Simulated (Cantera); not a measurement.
## borazine + NH3 + H2 (boron, boron nitride and boron oxide)

Feed: 1 mol borazine, 0.1 mol NH3, 0.28 mol H2, equilibrated at 1148.15 K and 9000 Pa.

Cantera equilibrium calculation (NASA polynomials, part measured and part estimated; ideal gas, pure solids and liquids). Candidate condensed phases: B, BN; 15 gas species. The feed counts by its element totals alone. Rates play no part.

| Quantity | Value |
|---|---|
| x(H2) | 0.986 |
| x(N2) | 0.0144 |
| x(NH3) | 2.60e-6 |
| n(BN(s)) | 3.00 mol |
| gas amount | 3.480 mol |
| log10 activity of B(s) (absent) | -5.36 |
